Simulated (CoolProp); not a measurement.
The fluid at 360.62 K and 0.00988 MPa (gas) is heated at constant pressure to 546.2 K. The same conditions are run with several fluids, on thermodynamics alone (safety and materials aside).

Values from CoolProp's reference Helmholtz-energy equation of state of each fluid (octamethyltrisiloxane (MDM): Thol 2017; hydrogen sulfide: Lemmon 2006; isobutene: Lemmon 2005; neopentane: Lemmon 2006).

Rank octamethyltrisiloxane (MDM), hydrogen sulfide, isobutene, neopentane by heat (kJ/kg), highest first.

neopentane (444), isobutene (402), octamethyltrisiloxane (MDM) (337), hydrogen sulfide (198)

| fluid | final density (kg/m³) |
|---|---|
| octamethyltrisiloxane (MDM) | 0.516 |
| hydrogen sulfide | 0.0742 |
| isobutene | 0.122 |
| neopentane | 0.157 |
